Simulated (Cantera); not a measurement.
Ignition delay

Mixture: C₃H₈ : O₂ : N₂ = 1 : 2.27 : 8.55 (molar parts), equivalence ratio 2.2, at 0.809 atm, adiabatic and at constant pressure. Ignition delay is the time to a rise of 400 K.

Computed with Cantera and GRI-Mech 3.0 (53 species, 325 reactions). GRI-Mech 3.0 was tuned for natural gas; its chemistry of propane as a main component is partial and can be far from experiment.

```
T0 (K)  delay (ms)
------  ----------
1200          7.09
1275          1.76
1350         0.551
1425         0.215
1500         0.101
1575        0.0560
1650        0.0350
1725        0.0240
1800        0.0176
1875        0.0136
```

```
Quantity                                                Result
--------------------------------------------------  ----------
apparent activation energy between 1725 and 1875 K  100 kJ/mol
```
